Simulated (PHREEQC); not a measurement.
A solution holds 0.02 mol/kgw HF, 0.00011 mol/kgw KF and 6.1e-05 mol/kgw H2SiF6, at 25 °C. Closed to the air; pH follows from the charge balance.

All values are PHREEQC results (ion-association model, phreeqc.dat), not measurements.

Precipitation was switched off in this run.

Q: What pH, ionic strength does the model give?

A: pH 2.47; ionic strength 0.00380 mol/kgw.

Q: In which forms is F present?

A: HF 80 %, F- 17 %, HF2- 2.1 %, SiF6-2 1.8 % of the F.

Species that the database lacks are ignored. SiF6-2 is the database's only silicon fluoride.
